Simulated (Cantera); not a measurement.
A counterflow diffusion flame at 2.00 bar, nozzles 20 mm apart: fuel side CH₄ = 1 (molar parts) at 425 K, oxidiser side O₂ : N₂ = 0.21 : 0.79 (molar parts) at 700 K, fuel mass flux 0.92 times the oxidiser's; mixture-averaged transport, no radiation.

Cantera simulation using GRI-Mech 3.0 (53 species, 325 reactions); the numbers are that mechanism's predictions, not measurements. GRI-Mech 3.0 has no aromatics or soot, which form on the fuel side of real flames. The maximum strain rate includes the flame's own expansion and is several times the mean.

x: mole fraction; the columns are a selection and need not sum to one.

| oxidiser flux (kg/m²/s) | max strain (1/s) | mean strain (1/s) | T max (K) | peak x OH | peak x H | peak x NO | peak x CO | peak x C₂H₂ |
|---|---|---|---|---|---|---|---|---|
| 0.5 | (withheld) | 50.5 | 2282 | 0.00904 | 0.00353 | 0.000429 | 0.0617 | 0.0181 |
| 0.77 | (withheld) | 77.8 | 2260 | 0.00921 | 0.00379 | 0.000391 | 0.0599 | 0.0169 |
| 1.2 | (withheld) | 121 | 2242 | 0.00937 | 0.00407 | 0.000354 | 0.0585 | 0.0156 |
| 1.8 | (withheld) | 182 | 2225 | 0.00942 | 0.00431 | 0.000317 | 0.0573 | 0.0143 |
| 2.7 | (withheld) | 273 | 2206 | 0.00933 | 0.00450 | 0.000273 | 0.0564 | 0.0131 |
| 4.2 | (withheld) | 425 | 2181 | 0.00911 | 0.00466 | 0.000220 | 0.0557 | 0.0116 |
| 6.4 | (withheld) | 647 | 2152 | 0.00870 | 0.00470 | 0.000165 | 0.0552 | 0.00993 |

Question: What belongs in the gaps?

Answer: 
- 0.5, max strain (1/s): 235
- 0.77, max strain (1/s): 348
- 1.2, max strain (1/s): 522
- 1.8, max strain (1/s): 755
- 2.7, max strain (1/s): 1090
- 4.2, max strain (1/s): 1640
- 6.4, max strain (1/s): 2430
